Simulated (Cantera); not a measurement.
Feed: 1 mol SiH4, a varied amount of NH3, 0.11 mol H2, at 130 Pa.

Method: chemical equilibrium by Gibbs-energy minimisation in Cantera with the NASA 1993 tables (ideal gas, pure condensed phases). Candidate condensed phases: Si, Si3N4; 18 gas species. Mutual solubility and eutectic melting of coexisting phases are not modelled. The numbers say what is thermodynamically allowed, not how fast it happens.

Task: What condenses at these points (T in K, n(NH3) in mol): (923, 2.2); (1823, 2.8); (1823, 1.8); (923, 0.68); (1373, 2.2); (2123, 2.8); (1373, 0.87)?

Result: 
| T (K) | n(NH3) in mol | condensed phases | Si condensed (%) |
|---|---|---|---|
| 923 | 2.2 | Si3N4 | 100.0 |
| 1823 | 2.8 | Si | 97.1 |
| 1823 | 1.8 | Si | 97.9 |
| 923 | 0.68 | Si + Si3N4 | 100.0 |
| 1373 | 2.2 | Si3N4 | 100.0 |
| 2123 | 2.8 | gas only | 0.0 |
| 1373 | 0.87 | Si + Si3N4 | 100.0 |
